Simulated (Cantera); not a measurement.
A freely propagating, adiabatic, planar premixed flame of H2 : O2 : N2 = 1 : 0.208 : 0.783 (molar parts), unburnt at 548 K and 0.210 bar; mixture-averaged transport, grid criteria slope 0.08 and curve 0.16, no radiation.

Computed with Cantera and the H2/O2 subset of GRI-Mech 3.0, which has no nitrogen chemistry. Burning velocities carry a grid error of a few per cent, more on coarse grids.

x: mole fraction of selected species; z is measured from the peak of heat release.

| z (mm) | T (K) | u (m/s) | x H2 | x O2 | x H2O2 | x H | x O | x HO2 |
|---|---|---|---|---|---|---|---|---|
| -10.2 | 548 | 6.12 | 0.502 | 0.104 | <1e-8 | <1e-8 | <1e-8 | <1e-8 |
| -6.82 | 548 | 6.12 | 0.502 | 0.104 | <1e-8 | <1e-8 | <1e-8 | <1e-8 |
| -5.12 | 548 | 6.12 | 0.502 | 0.104 | <1e-8 | <1e-8 | <1e-8 | <1e-8 |
| -3.41 | 548 | 6.12 | 0.502 | 0.104 | <1e-8 | 2.48e-7 | <1e-8 | 6.62e-7 |
| -1.71 | 565 | 6.29 | 0.500 | 0.104 | 1.17e-6 | 0.000493 | 1.17e-5 | 7.23e-5 |
| -0.853 | 726 | 7.96 | 0.474 | 0.0995 | 1.09e-6 | 0.0110 | 0.000202 | 4.13e-5 |
| 0 | ___ | 11.6 | ___ | ___ | ___ | ___ | ___ | ___ |
| 0.853 | 1325 | 14.1 | 0.262 | 0.00725 | 1.16e-7 | 0.112 | 0.00176 | 1.86e-6 |
| 1.71 | 1412 | 14.9 | 0.256 | 0.000759 | 8.47e-8 | 0.109 | 0.000825 | 1.81e-7 |
| 3.41 | 1508 | 15.9 | 0.264 | 0.000282 | 8.17e-8 | 0.0962 | 0.000731 | 6.31e-8 |
| 6.82 | 1616 | 16.9 | 0.275 | 0.000233 | 6.65e-8 | 0.0806 | 0.000641 | 4.89e-8 |
| 13.6 | 1728 | 17.9 | 0.286 | 0.000171 | 4.36e-8 | 0.0640 | 0.000490 | 3.52e-8 |
| 27.3 | 1838 | 18.8 | 0.296 | 0.000107 | 2.40e-8 | 0.0475 | 0.000318 | 2.32e-8 |

Task: Complete the blanks.

Result: 
- 0, T (K): 1088
- 0, x H2: 0.355
- 0, x O2: 0.0594
- 0, x H2O2: 2.36e-7
- 0, x H: 0.0703
- 0, x O: 0.00290
- 0, x HO2: 1.55e-5
